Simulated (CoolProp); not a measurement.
The fluid at 344.88 K and 0.623 MPa expands adiabatically to 0.0507 MPa with isentropic efficiency 0.8. The same conditions are run with several fluids, on thermodynamics alone (safety and materials aside).

Values from CoolProp's reference Helmholtz-energy equation of state of each fluid (C2F6 (R116): Lemmon 2006; dry air: Lemmon 2000; hydrogen chloride: Thol 2018; dimethyl ether: Wu 2011). Blends and air are pseudo-pure fits.

```
fluid              work (kJ/kg)  final temperature (K)  final density (kg/m³)
-----------------  ------------  ---------------------  ---------------------
C2F6 (R116)                37.2                  295.4                   2.86
dry air                     141                  203.2                  0.870
hydrogen chloride           110                  201.8                   1.11
dimethyl ether              102                  265.8                   1.07
```
